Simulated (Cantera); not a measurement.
A closed system holds: 1 mol CH3SiH3, 0.82 mol C2H2, 94 mol H2, equilibrated at 2498.15 K and 2.90 mbar.

These are equilibrium values from Cantera (NASA tables, ideal gas, pure condensed phases), not measurements of a reactor. Candidate condensed phases: C, C6H6, C7H8, C8H18, Si, SiC; 87 gas species. The feed counts by its element totals alone. The numbers say what is thermodynamically allowed, not how fast it happens.

Q: What is the equilibrium state?

A: 
```
Quantity                             Result
--------------------------------  ---------
x(H2)                                 0.620
x(H)                                  0.365
x(C2H2 (acetylene))                 0.00665
x(Si)                               0.00649
x(SiC2)                             0.00167
x(C2H)                             0.000280
x(C3)                              0.000167
x(SiH)                              7.29e-5
x(C)                                5.59e-5
n(C(graphite))                    0.469 mol
gas amount                        120.9 mol
log10 activity of Si(l) (absent)      -2.40
```
